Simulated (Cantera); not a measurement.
An isothermal, constant-pressure homogeneous reactor starts with N2O : H2 : N2 = 1 : 0.037 : 5.3 (molar parts), at 1050 K and 760 Torr.

Computed with Cantera and GRI-Mech 3.0 (53 species, 325 reactions). GRI-Mech 3.0 was tuned for natural gas; its chemistry of N2O as a main component is partial and can be far from experiment. The mechanism lacks the step 2 NO + O2 → 2 NO2, which can matter for NO2 below about 1400 K. The temperature is held fixed by assumption; the heat of reaction is taken as removed at once.

Predict: x(N2O) at 200 s; x(O2) at 200 s; x(HO2) at 200 s.


```
Item                                               Result
---------------  ----------------------------------------
x(N2O) at 200 s   0.00608 (gas-phase equilibrium 2.85e-9)
x(O2) at 200 s      0.0655 (gas-phase equilibrium 0.0706)
x(HO2) at 200 s  1.09e-9 (gas-phase equilibrium 2.06e-10)
```
